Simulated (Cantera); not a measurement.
Mixture: CH4 : C2H6 : O2 : N2 : CO2 = 1 : 0.037 : 1.42 : 5.34 : 1.8 (molar parts), equivalence ratio 1.5, at 10.0 bar, adiabatic and at constant pressure. Ignition delay is the time to a rise of 400 K.

Model: GRI-Mech 3.0 (53 species, 325 reactions), integrated in Cantera.

Predict: delay at 1000 K; delay at 1075 K; delay at 1150 K; delay at 1225 K; delay at 1300 K; delay at 1375 K; apparent activation energy between 1225 and 1375 K.


```
Property                                                Result
--------------------------------------------------  ----------
delay at 1000 K                                        33.1 ms
delay at 1075 K                                        11.9 ms
delay at 1150 K                                        5.15 ms
delay at 1225 K                                        2.42 ms
delay at 1300 K                                        1.16 ms
delay at 1375 K                                       0.569 ms
apparent activation energy between 1225 and 1375 K  130 kJ/mol
```
